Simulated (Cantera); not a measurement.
Cantera run:

```python
import numpy as np
import cantera as ct

gas_names = """
    C CH CH2 CH3 CH4 C2 C2H C2H2,acetylene C2H2,vinylidene C2H3,vinyl C2H4 C2H5 C2H6 C3 C3H3,propargyl
    C3H4,allene C3H4,propyne C3H4,cyclo- C3H5,allyl C3H6,propylene C3H6,cyclo- C3H7,n-propyl
    C3H7,i-propyl C3H8 C4 C4H2 C4H4,1,3-cyclo- C4H6,butadiene C4H6,2-butyne C4H6,cyclo- C4H8,1-butene
    C4H8,cis2-buten C4H8,tr2-butene C4H8,isobutene C4H8,cyclo- C4H9,n-butyl C4H9,i-butyl C4H9,s-butyl
    C4H9,t-butyl C4H10,isobutane C4H10,n-butane C5 C5H6,1,3cyclo- C5H8,cyclo- C5H10,1-pentene
    C5H10,cyclo- C5H11,pentyl C5H11,t-pentyl C5H12,n-pentane C5H12,i-pentane CH3C(CH3)2CH3 C6H2
    C6H5,phenyl C6H6 C6H10,cyclo- C6H12,1-hexene C6H12,cyclo- C6H13,n-hexyl C7H7,benzyl C7H8
    C7H14,1-heptene C7H15,n-heptyl C7H16,n-heptane C8H8,styrene C8H10,ethylbenz C8H16,1-octene
    C8H17,n-octyl C8H18,isooctane C8H18,n-octane C9H19,n-nonyl C10H8,naphthale C10H21,n-decyl
    C12H9,o-bipheny C12H10,bipheny H H2 Si SiC SiC2 SiC4H12 SiH SiH2 SiH3 SiH4 Si2 Si2C Si3
""".split()
cond_names = """
    C(gr) C6H6(L) C7H8(L) C8H18(L),n-octa Si(cr) Si(L) SiC(b)
""".split()


def load(file, names, dense=False):
    # The tables refer to 1 bar. Condensed volumes are neglected.
    table = {s.name: s for s in ct.Species.list_from_file(file)}
    out = []
    for n in names:
        d = dict(table[n].input_data)
        d["thermo"] = dict(d["thermo"], **{"reference-pressure": 1e5})
        if dense:
            d["equation-of-state"] = {"model": "constant-volume", "density": "1e6 g/cm^3"}
        out.append(ct.Species.from_dict(d))
    return out


gas = ct.Solution(thermo="ideal-gas", species=load("nasa_gas.yaml", gas_names))
cond = {s.name: ct.Solution(thermo="fixed-stoichiometry", species=[s], name=s.name)
        for s in load("nasa_condensed.yaml", cond_names, dense=True)}
atoms = {
    'Si(CH3)4': {'Si': 1, 'C': 4, 'H': 12},
    'C3H8': {'C': 3, 'H': 8},
    'H2': {'H': 2},
}
top_T = {'C(gr)': 4500, 'SiC(b)': 3050}  # K; cautious upper limits of use, not melting points


def equilibrate(T, P, feed):
    n = {}
    for name, mol in feed.items():
        for a, k in atoms[name].items():
            n[a] = n.get(a, 0.0) + k * mol
    gas.TPX = T, P, n
    mass = sum(n.values()) * gas.mean_molecular_weight
    gas.equilibrate("TP")
    valid = [c for c in cond.values() if c.min_temp <= T <= top_T.get(c.name, c.max_temp)]
    mix = ct.Mixture([(gas, mass / gas.mean_molecular_weight)] + [(c, 0.0) for c in valid])
    mix.T, mix.P = T, P
    mix.equilibrate("TP", solver="vcs", rtol=1e-11, max_steps=5000)
    return mix


results = []
feed = {'Si(CH3)4': 1, 'C3H8': 0.0097, 'H2': 7.2}  # mol
P = 2000  # Pa
for T in [1500, 1575, 1650, 1725, 1800, 1875, 1950, 2025, 2100, 2175]:
    mix = equilibrate(T, P, feed)
    results.append((T, P, feed, dict(zip(mix.species_names, mix.species_moles))))

top = {s: max(r[3][s] / sum(r[3][g] for g in gas_names) for r in results) for s in gas_names}
cols = sorted((s for s in top if top[s] > 0.001), key=lambda s: -top[s])[:9]
seen = [c for c in cond_names if any(r[3].get(c, 0) > 1e-12 for r in results)]
print("log10 of partial pressures in bar; condensed amounts in mol")
print(f"{'T/K':>10s}" + "".join(f"{s[:9]:>10s}" for s in cols + seen))
for T, P, feed, n in results:
    ng = sum(n[g] for g in gas_names)
    print(f"{T:10.4g}" + "".join(f"{np.log10(max(n[s] / ng * P / 1e5, 1e-99)):10.3f}" for s in cols)
          + "".join(f"{n.get(c, 0):10.4g}" for c in seen))
```

Output:

```
log10 of partial pressures in bar; condensed amounts in mol
       T/K        H2         H C2H2,acet        Si     C(gr)    SiC(b)
      1500    -1.699    -5.604    -6.744   -10.115     3.028         1
      1575    -1.699    -5.231    -6.375    -9.257     3.028         1
      1650    -1.699    -4.891    -6.040    -8.478     3.028         1
      1725    -1.700    -4.581    -5.735    -7.767     3.026         1
      1800    -1.700    -4.296    -5.456    -7.116     3.024    0.9999
      1875    -1.701    -4.034    -5.200    -6.518     3.021    0.9997
      1950    -1.703    -3.792    -4.965    -5.967     3.015    0.9991
      2025    -1.705    -3.568    -4.749    -5.456     3.008    0.9971
      2100    -1.709    -3.361    -4.550    -4.983     2.999    0.9913
      2175    -1.716    -3.169    -4.367    -4.543     2.991    0.9752
```

These are equilibrium values from Cantera (NASA tables, ideal gas, pure condensed phases), not measurements of a reactor. Gases not in the tables: Si2H6 and higher silanes.
